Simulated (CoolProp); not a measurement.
Ethylene along the isobar 5200 kPa: Z from the reference equation and from simpler models built on Tc = 282.4 K, pc = 5042 kPa, ω = 0.087; each cubic takes its own stable root.

The numbers come from the reference Helmholtz-energy equation of state, Smukala 2000 in CoolProp.

```json
[
 {"T (K)": "216.4", "phase": "liquid", "reference": "0.1614"},
 {"T (K)": "239.7", "phase": "liquid", "reference": "0.1593"},
 {"T (K)": "263.1", "phase": "liquid", "reference": "0.1660"},
 {"T (K)": "286.5", "phase": "supercritical", "reference": "0.4587"},
 {"T (K)": "309.8", "phase": "supercritical", "reference": "0.6793"},
 {"T (K)": "333.2", "phase": "supercritical", "reference": "0.7692"},
 {"T (K)": "356.6", "phase": "supercritical", "reference": "0.8253"},
 {"T (K)": "379.9", "phase": "supercritical", "reference": "0.8643"},
 {"T (K)": "403.3", "phase": "supercritical", "reference": "0.8932"},
 {"T (K)": "426.6", "phase": "supercritical", "reference": "0.9151"},
 {"T (K)": "450", "phase": "supercritical", "reference": "0.9323"}
]
```

Q: How far does each simpler model (van der Waals, Redlich-Kwong, Soave-Redlich-Kwong, Peng-Robinson) lie from the reference over these 11 states: mean and median of the absolute difference, and the worst?

A: 
- van der Waals: mean 15.0 %, median 2.5 %, worst +49.2 % at 216.4 K and 5200 kPa
- Redlich-Kwong: mean 3.2 %, median 0.9 %, worst +13.3 % at 263.1 K and 5200 kPa
- Soave-Redlich-Kwong: mean 2.9 %, median 0.9 %, worst +12.0 % at 263.1 K and 5200 kPa
- Peng-Robinson: mean 2.9 %, median 2.4 %, worst -7.2 % at 216.4 K and 5200 kPa
